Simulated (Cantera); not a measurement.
A closed system holds: 1 mol Al, 7.5 mol HCl, equilibrated at 698 K and 0.00120 bar.

Equilibrium computed with Cantera from the NASA thermochemical tables; the gas is ideal and each condensed phase is pure. Candidate condensed phases: Al, AlCl₃; 12 gas species. Rates play no part.

Base state: HCl 0.644, H₂ 0.215, AlCl₃ 0.141, Al₂Cl₆ 0.00109 (mole fractions); condensed: gas only.

Problem. What changes in the equilibrium state with this change: HCl from 7.5 to 2.5 mol?

Solution. 
```json
[
 {"species": "H₂", "before": "0.215", "after": "0.605"},
 {"species": "AlCl₃", "before": "0.141", "after": "0.387"},
 {"species": "Al₂Cl₆", "before": "0.00109", "after": "0.00823"},
 {"species": "HCl", "before": "0.644", "after": "7.99e-7"},
 {"species": "AlCl", "before": "<1e-9", "after": "0.000267"},
 {"species": "AlCl₂", "before": "<1e-9", "after": "0.000129"},
 {"species": "Al(s), mol", "before": "0", "after": "0.166"}
]
```
The tables' values for AlCl₂ are old estimates; treat these amounts as uncertain.
